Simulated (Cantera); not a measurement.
Cantera run:

```python
import numpy as np
import cantera as ct

gas_names = """
    H HNO HNO2 HNO3 HO2 H2 H2O H2O2 N NH NH2 NH3 NH2OH NO NO2 NO3 N2 N2H2 N2H4 N2O O OH O2 O3 Si SiH
    SiH2 SiH3 SiH4 SiN SiO SiO2 Si2 Si2N Si3
""".split()
cond_names = """
    H2O(s) H2O(L) Si(cr) Si(L) SiO2(Lqz) SiO2(hqz) SiO2(L) Si2N2O(s) Si3N4(a)
""".split()


# ... load() reads the species with a 1 bar reference pressure and builds the phases ...
atoms = {
    'Si': {'Si': 1},
    'N2O': {'N': 2, 'O': 1},
    'H2': {'H': 2},
}
top_T = {'Si2N2O(s)': 2100, 'Si3N4(a)': 2400}  # K; cautious upper limits of use, not melting points


# ... equilibrate(T, P, feed) seeds the gas with the atoms and calls Mixture.equilibrate('TP', solver="vcs", rtol=1e-11, max_steps=5000) ...
results = []
feed = {'Si': 1, 'N2O': 1.3, 'H2': 7.6}  # mol
T = 1073.15  # K
P = 77000  # Pa
mix = equilibrate(T, P, feed)
results.append((T, P, feed, dict(zip(mix.species_names, mix.species_moles))))
x = sorted(zip(gas.X, gas.species_names), reverse=True)
print(f"T = {T:g} K  P = {P:g} Pa  gas = {mix.phase_moles(0):.4g} mol")
print("   x: " + "  ".join(f"{s} {v:.3e}" for v, s in x if v > 1e-05))
print("   condensed (mol): " + ("  ".join(f"{mix.phase(i).name} {mix.phase_moles(i):.4g}"
      for i in range(1, mix.n_phases) if mix.phase_moles(i) > 1e-12) or "none"))
```

Result:

```
T = 1073.15 K  P = 77000 Pa  gas = 8.666 mol
   x: H2 8.768e-01  N2 1.230e-01  H2O 8.424e-05  NH3 8.202e-05
   condensed (mol): SiO2(hqz) 0.5328  Si2N2O(s) 0.2336
```

Cantera equilibrium calculation (NASA polynomials, part measured and part estimated; ideal gas, pure solids and liquids). Mutual solubility and eutectic melting of coexisting phases are not modelled.
